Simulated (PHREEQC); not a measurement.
## Acid rinse or clean

Solution (25 °C and 10 atm): 2.1 mmol/kgw HF and 0.22 mmol/kgw FeCl3. Closed to the air; pH follows from the charge balance.

Computed with PHREEQC (ion-association model, phreeqc.dat).

Each row changes one thing in this solution. Precipitation was switched off in this run.

```json
[
 {"case": "as made", "pH": "2.96", "ionic strength (mol/kgw)": "0.00127", "HF (mol/kgw)": "0.000955", "F- (mol/kgw)": "0.000606", "HF2- (mol/kgw)": "2.21e-6"},
 {"case": "diluted 5-fold with water", "pH": "3.51", "ionic strength (mol/kgw)": "0.000360", "HF (mol/kgw)": "0.000102", "F- (mol/kgw)": "0.000224", "HF2- (mol/kgw)": "[?]"},
 {"case": "HF from 0.0021 to 0.0042 mol/kgw", "pH": "2.79", "ionic strength (mol/kgw)": "0.00177", "HF (mol/kgw)": "0.00251", "F- (mol/kgw)": "0.00110", "HF2- (mol/kgw)": "[?]"},
 {"case": "diluted 10-fold with water", "pH": "[?]", "ionic strength (mol/kgw)": "[?]", "HF (mol/kgw)": "3.45e-5", "F- (mol/kgw)": "0.000134", "HF2- (mol/kgw)": "1.77e-8"},
 {"case": "HF replaced by KF at the same molality", "pH": "5.06", "ionic strength (mol/kgw)": "0.00219", "HF (mol/kgw)": "1.90e-5", "F- (mol/kgw)": "0.00153", "HF2- (mol/kgw)": "1.11e-7"},
 {"case": "temperature from 25 to 45 °C", "pH": "3.00", "ionic strength (mol/kgw)": "0.00118", "HF (mol/kgw)": "[?]", "F- (mol/kgw)": "0.000508", "HF2- (mol/kgw)": "2.29e-6"},
 {"case": "FeCl3 left out", "pH": "3.05", "ionic strength (mol/kgw)": "0.000920", "HF (mol/kgw)": "0.00118", "F- (mol/kgw)": "0.000916", "HF2- (mol/kgw)": "4.12e-6"}
]
```

Task: Some entries are withheld; supply them.

Result: 
- diluted 5-fold with water, HF2- (mol/kgw): 8.74e-8
- HF from 0.0021 to 0.0042 mol/kgw, HF2- (mol/kgw): 1.05e-5
- diluted 10-fold with water, pH: 3.76
- diluted 10-fold with water, ionic strength (mol/kgw): 0.000204
- temperature from 25 to 45 °C, HF (mol/kgw): 0.00106

Some of these states are supersaturated (in Hematite (slow to form), Goethite (slow to form), Fe(OH)3(a), for instance). Away from 25 °C the constants follow the database's enthalpies or fits; those with neither stay at their 25 °C values. Fluoro complexes past AlF4- and FeF3 are missing from the database.
